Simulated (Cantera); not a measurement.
An isothermal, constant-pressure homogeneous reactor starts with 10.6 % H2, 5.59 % O2, 83.8 % N2, equivalence ratio 0.95, at 800 K and 128 Torr.

Computed with Cantera and the H2/O2 subset of GRI-Mech 3.0, which has no nitrogen chemistry. Below about 950 K walls govern HO2 and H2O2 in real vessels. The temperature is held fixed by assumption; the heat of reaction is taken as removed at once.

Problem. Predict: x(H2) at 200 s; x(O2) at 200 s; x(H) at 200 s; x(O) at 200 s.

Solution. 
```json
{
  "x(H2) at 200 s": "0.0459 (gas-phase equilibrium <1e-12)",
  "x(O2) at 200 s": "0.0258 (gas-phase equilibrium 0.00295)",
  "x(H) at 200 s": "2.20e-8 (gas-phase equilibrium <1e-12)",
  "x(O) at 200 s": "1.57e-9 (gas-phase equilibrium <1e-12)"
}
```
